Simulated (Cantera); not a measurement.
Charge: 1 mol trisilylamine, 0.17 mol NH₃, 0.5 mol N₂, equilibrated at 40.0 Pa.

Equilibrium computed with Cantera from the NASA thermochemical tables; the gas is ideal and each condensed phase is pure. Candidate condensed phases: Si, Si₃N₄; 18 gas species. The feed counts by its element totals alone. Mutual solubility and eutectic melting of coexisting phases are not modelled. Rates play no part. All values below are at 1475 K.

Base state: H₂ 0.928, N₂ 0.0718, H 0.000625, Si 1.44e-5 (mole fractions); condensed: Si(s) + Si₃N₄(s).

Task: What changes in the equilibrium state with this change: pressure from 40.0 Pa to 2.60 mbar?

Result: 
| species | before | after |
|---|---|---|
| H₂ | 0.928 | 0.989 |
| N₂ | 0.0718 | 0.0111 |
| H | 0.000625 | 0.000253 |
| Si | 1.44e-5 | 2.21e-6 |
| Si(s), mol | 1.92 | 1.45 |
| Si₃N₄(s), mol | 0.358 | 0.516 |
